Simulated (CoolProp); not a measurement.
A simple Rankine cycle with cyclopentane: condensing at 304.15 K, boiler at 0.296 MPa, turbine inlet 374.3 K, turbine efficiency 0.8, pump efficiency 0.8, no recuperator. Each further row changes one setting.

Values from CoolProp's reference Helmholtz-energy equation of state, Gedanitz 2015.

```
case                             thermal efficiency (%)  net work (kJ/kg)  heat in (kJ/kg)  turbine exit temperature (K)  volume ratio over the turbine
-------------------------------  ----------------------  ----------------  ---------------  ----------------------------  -----------------------------
as stated                                          11.0              54.0              493                           ___                           5.18
turbine inlet 394.3 K                               ___              57.6              526                         353.1                            ___
condensing temperature 296.15 K                    12.5              63.2              508                         324.9                           6.94
boiler pressure 0.207 MPa                           8.9               ___              496                         341.6                            ___
turbine efficiency 0.7                              9.6              47.2              493                         337.0                           5.26
```

Question: Fill in the missing entries.

Answer: 
- as stated, turbine exit temperature (K): 332.1
- turbine inlet 394.3 K, thermal efficiency (%): 10.9
- turbine inlet 394.3 K, volume ratio over the turbine: 5.19
- boiler pressure 0.207 MPa, net work (kJ/kg): 44.0
- boiler pressure 0.207 MPa, volume ratio over the turbine: 3.65
